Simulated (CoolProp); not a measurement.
Vapour-liquid equilibrium of carbon dioxide (1) + isopentane (2) at 269 K; x and y are mole fractions of (1).

The numbers come from the multi-fluid Helmholtz-energy mixture model, Span 1996 and Lemmon 2006; pair parameters Kunz 2012 in CoolProp.

**Question.** Give the bubble pressure and the first vapour's composition at x = 0.05, 0.55, 0.65. Is there an azeotrope?

**Answer.** x = 0.05: 0.2507 MPa, y = 0.883; x = 0.55: 1.859 MPa, y = 0.983; x = 0.65: 2.062 MPa, y = 0.986. No azeotrope shows between x = 0.05 and 0.95.

The pair parameters rest on a limited set of measurements; away from them the model extrapolates. The gap from Raoult's law changes sign with composition, which may be real or a fault of the pair parameters; it wasn't checked against measurements.
